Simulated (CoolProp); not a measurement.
Vapour-liquid equilibrium of dimethyl ether (1) + n-butane (2) at 34.25 °C; x and y are mole fractions of (1).

The numbers come from the multi-fluid Helmholtz-energy mixture model, Wu 2011 and Bücker 2006; pair parameters Bell 2016 in CoolProp.

```tsv
x	bubble pressure (kPa)	y at the bubble point	dew pressure at overall composition x (kPa)	liquid density (mol/L)
0.05	359.6	0.140	334.1	9.809
0.2	459.6	0.408	378.6	10.26
0.35	540.5	0.568	434.3	10.77
0.5	607.0	0.682	504.1	11.35
0.65	[?]	0.777	587.9	12.01
0.8	711.1	0.867	[?]	12.78
0.95	[?]	0.964	747.2	13.69
```

Task: Complete the blanks.

Result: 
- 0.65, bubble pressure (kPa): 663.0
- 0.8, dew pressure at overall composition x (kPa): 676.1
- 0.95, bubble pressure (kPa): 752.2

No azeotrope shows between x = 0.05 and 0.95.

The pair parameters rest on a limited set of measurements; away from them the model extrapolates.
